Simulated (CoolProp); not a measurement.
Vapour-liquid equilibrium of CF4 (R14) (1) + CHF3 (R23) (2) at 0.268 MPa; x and y are mole fractions of (1).

Computed with CoolProp (multi-fluid Helmholtz-energy mixture model, Platzer 1990 and Penoncello 2003; pair parameters Bell 2016). This equation is an older, rougher fit; its heat capacities, sound speeds and derivatives of the liquid may be far off and weren't checked against measurements.

```csv
x,bubble temperature (K),y at the bubble point,dew temperature at overall composition x (K),liquid density (mol/L)
0.05,192.2,0.600,208.7,20.26
0.15,173.9,0.882,206.4,20.62
0.25,167.6,0.930,203.8,20.36
0.35,165.2,0.944,201.0,19.92
0.45,164.3,0.949,197.9,19.42
0.55,163.9,0.952,194.2,18.93
0.65,163.5,0.954,189.9,18.45
0.75,163.0,0.959,184.5,18.03
0.85,162.3,0.968,177.1,17.66
0.95,161.2,0.986,164.1,17.36
```

No azeotrope shows between x = 0.05 and 0.95.

Pair parameters are fitted to limited data, so mixtures are less certain than the pure fluids. With so large a gap from Raoult's law the liquid may split in two, which this calculation doesn't test in full.
